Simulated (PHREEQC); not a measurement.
Solution (75 °C): 0.17 mol/kgw H2SO4 and 0.0004 mol/kgw FeCl3. Closed to the air; pH follows from the charge balance.

Model: ion-association model, phreeqc.dat, run in PHREEQC.

The ionic strength comes out as 0.189 mol/kgw. What activity coefficients do Fe(SO4)2-, HSO4-, FeSO4+, FeHSO4+2, SO4-2 get?

Fe(SO4)2- 0.73, HSO4- 0.73, FeSO4+ 0.72, FeHSO4+2 0.28, SO4-2 0.27.

This is a speciation only: nothing precipitates in the calculation. Saturation is exceeded, for instance for Hematite (slow to form); the values hold only as long as no solid forms. Complexes and solids missing from the database can't appear. Away from 25 °C the constants follow the database's enthalpies or fits; those with neither stay at their 25 °C values.
